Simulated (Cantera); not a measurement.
Charge: 1 mol Ta2O5, 4 mol C, 0.18 mol H2, at 1150 °C and 5.80 mbar.

These are equilibrium values from Cantera (NASA tables, ideal gas, pure condensed phases), not measurements of a reactor. Candidate condensed phases: C, C6H6, C7H8, C8H18, H2O, Ta, TaC, Ta2O5; 113 gas species. Mutual solubility and eutectic melting of coexisting phases are not modelled. TaC: taken at fixed stoichiometry. Condensed phases not in the tables: Ta2C. The numbers say what is thermodynamically allowed, not how fast it happens.

Base state: CO 0.940, H2 0.0592, CO2 0.000444, H2O 6.33e-5, H 2.12e-5 (mole fractions); condensed: TaC(s) + Ta2O5(s).

Task: What changes in the equilibrium state with this change: pressure from 5.80 mbar to 0.100 bar?

Result: 
```json
[
 {"species": "CO", "before": "0.940", "after": "0.940"},
 {"species": "H2", "before": "0.0592", "after": "0.0591"},
 {"species": "CO2", "before": "0.000444", "after": "0.00100"},
 {"species": "H2O", "before": "6.33e-5", "after": "0.000143"},
 {"species": "H", "before": "2.12e-5", "after": "5.11e-6"},
 {"species": "TaC(s), mol", "before": "1.14", "after": "1.14"},
 {"species": "Ta2O5(s), mol", "before": "0.428", "after": "0.428"}
]
```

Task: What changes in the equilibrium state with this change: temperature from 1150 °C to 1927 °C?

Result: 
| species | before | after |
|---|---|---|
| CO | 0.940 | 0.946 |
| H2 | 0.0592 | 0.0355 |
| H | 2.12e-5 | 0.0139 |
| TaO2 | <1e-9 | 0.00350 |
| TaO | <1e-9 | 0.000729 |
| H2O | 6.33e-5 | 0.000130 |
| CO2 | 0.000444 | 0.000658 |
| TaC(s), mol | 1.14 | 0 |
| Ta2O5(s), mol | 0.428 | 0 |
| Ta(s), mol | 0 | 1.60 |
| Ta2O5(l), mol | 0 | 0.193 |
Condensed phases not in the tables: Ta2C, N, O or C dissolved in the metal.

Task: What changes in the equilibrium state with this change: pressure from 5.80 mbar to 0.133 bar?

Result: 
```json
[
 {"species": "CO", "before": "0.940", "after": "0.940"},
 {"species": "H2", "before": "0.0592", "after": "0.0591"},
 {"species": "CO2", "before": "0.000444", "after": "0.00109"},
 {"species": "H2O", "before": "6.33e-5", "after": "0.000155"},
 {"species": "H", "before": "2.12e-5", "after": "4.42e-6"},
 {"species": "TaC(s), mol", "before": "1.14", "after": "1.14"},
 {"species": "Ta2O5(s), mol", "before": "0.428", "after": "0.428"}
]
```
